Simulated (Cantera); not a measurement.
An isothermal, constant-pressure homogeneous reactor starts with 40.0 % NO, 60.0 % N2, at 1650 K and 750 Torr.

Computed with Cantera and GRI-Mech 3.0 (53 species, 325 reactions).

x: mole fraction; the columns are a selection and need not sum to one.

```
t (s)       x NO      x O2   x N2     x NO2    x N2O
--------  ------  --------  -----  --------  -------
0.000500   0.400   1.07e-8  0.600   4.23e-6        …
0.00183    0.400   1.43e-7  0.600   1.70e-5        …
0.00672    0.400   4.12e-6  0.600   6.91e-5        …
0.0247     0.399   9.94e-5  0.600  0.000165  5.89e-5
0.0904     0.398  0.000653  0.601  0.000188  6.04e-5
0.332      0.394   0.00269  0.603  0.000229  5.91e-5
1.22       0.380   0.00986  0.610  0.000328  5.46e-5
4.46       0.334    0.0326  0.633  0.000479        …
16.4       0.229    0.0850  0.685  0.000518        …
60.0      0.0998     0.150  0.750  0.000298        …
```

Question: Some entries are withheld; supply them.

Answer: 
- 0.000500, x N2O: 4.13e-6
- 0.00183, x N2O: 1.38e-5
- 0.00672, x N2O: 3.72e-5
- 4.46, x N2O: 4.20e-5
- 16.4, x N2O: 1.96e-5
- 60.0, x N2O: 3.78e-6
